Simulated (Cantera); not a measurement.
An isothermal, constant-pressure homogeneous reactor starts with C₂H₄ : H₂ = 1 : 17 (molar parts), at 1450 K and 0.132 atm. Integrator tolerance rtol = 1e-08.

Model: GRI-Mech 3.0 (53 species, 325 reactions), integrated in Cantera. GRI-Mech 3.0 was tuned for natural gas; its chemistry of ethylene as a main component is partial and can be far from experiment. GRI-Mech 3.0 stops at C3 and has no aromatics, soot or wall deposition, so with more carbon than oxygen in the feed, carbon stays in small species such as C2H2 where larger ones or solid carbon would form.

| quantity | before | after |
|---|---|---|
| x(C₂H₄) at 20.0 s | 0.00241 (gas-phase equilibrium 0.00209) | 0.00162 (gas-phase equilibrium 0.00131) |
| x(H₂) at 20.0 s | 0.936 (gas-phase equilibrium 0.929) | 0.956 (gas-phase equilibrium 0.950) |
| x(CH₃) at 20.0 s | 1.24e-5 (gas-phase equilibrium 1.82e-5) | 9.06e-6 (gas-phase equilibrium 1.46e-5) |
| x(CH₂) at 20.0 s | 2.91e-10 (gas-phase equilibrium 3.81e-10) | 2.13e-10 (gas-phase equilibrium 3.02e-10) |
| x(C₂H₂) at 20.0 s | 0.0411 (gas-phase equilibrium 0.0357) | 0.0272 (gas-phase equilibrium 0.0219) |

Problem. Which change was made?
A. C2H4 1 to 5 parts
B. H2 17 to 26 parts
C. temperature 1450 to 1600 K
D. pressure from 0.132 atm to 0.987 atm

Solution. B, H2 17 to 26 parts
